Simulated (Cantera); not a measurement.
Hydrocarbon pyrolysis for carbon deposition

An isothermal, constant-pressure homogeneous reactor starts with C2H6 : N2 = 1 : 0.56 (molar parts), at 1000 K and 760 Torr.

Cantera simulation using GRI-Mech 3.0 (53 species, 325 reactions); the numbers are that mechanism's predictions, not measurements. GRI-Mech 3.0 stops at C3 and has no aromatics, soot or wall deposition, so with more carbon than oxygen in the feed, carbon stays in small species such as C2H2 where larger ones or solid carbon would form.

| t (s) | x C2H6 | x C2H4 | x C2H | x H2 | x CH4 | x C2H2 |
|---|---|---|---|---|---|---|
| 0.000300 | 0.641 | 5.67e-7 | <1e-12 | 5.67e-7 | 3.82e-7 | <1e-12 |
| 0.000954 | 0.641 | 6.39e-6 | <1e-12 | 6.39e-6 | 1.29e-6 | 2.85e-12 |
| 0.00304 | 0.641 | 6.65e-5 | <1e-12 | 6.64e-5 | 4.37e-6 | 2.99e-10 |
| 0.00965 | 0.640 | 0.000650 | <1e-12 | 0.000646 | 1.96e-5 | 2.80e-8 |
| 0.0307 | 0.633 | 0.00478 | <1e-12 | 0.00473 | 0.000140 | 1.24e-6 |
| 0.0977 | 0.608 | 0.0199 | <1e-12 | 0.0197 | 0.000632 | 1.28e-5 |
| 0.311 | 0.539 | 0.0615 | <1e-12 | 0.0606 | 0.00207 | 6.48e-5 |
| 0.988 | 0.397 | 0.147 | <1e-12 | 0.144 | 0.00573 | 0.000240 |
| 3.14 | 0.243 | 0.237 | <1e-12 | 0.232 | 0.0135 | 0.000700 |
| 10.0 | 0.186 | 0.266 | <1e-12 | 0.253 | 0.0309 | 0.00151 |
x: mole fraction; the columns are a selection and need not sum to one.

Equilibrium at this temperature and pressure: C2H6 0.00457, C2H4 0.171, C2H <1e-12, H2 0.00982, CH4 0.504, C2H2 0.0336 (gas phase only).
